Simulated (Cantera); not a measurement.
Charge: 1 mol Fe3O4, 2.1 mol CH4, 6.5 mol H2, equilibrated at 1098.15 K and 10.0 mbar.

Cantera equilibrium calculation (NASA polynomials, part measured and part estimated; ideal gas, pure solids and liquids). Candidate condensed phases: C, C6H6, C7H8, C8H18, Fe, Fe(CO)5, FeO, Fe(OH)2, Fe(OH)3, Fe2O3, Fe3O4, H2O; 114 gas species. Kinetics and transport are ignored.

Base state: H2 0.712, CO 0.140, H2O 0.124, CO2 0.0242 (mole fractions); condensed: Fe(α).

Task: What changes in the equilibrium state with this change: CH4 from 2.1 to 2.8 mol?

Result: 
```
species     before   after
----------  ------  ------
H2           0.712   0.747
CO           0.140   0.173
H2O          0.124  0.0655
CO2         0.0242  0.0151
Fe(α), mol    3.00    3.00
```
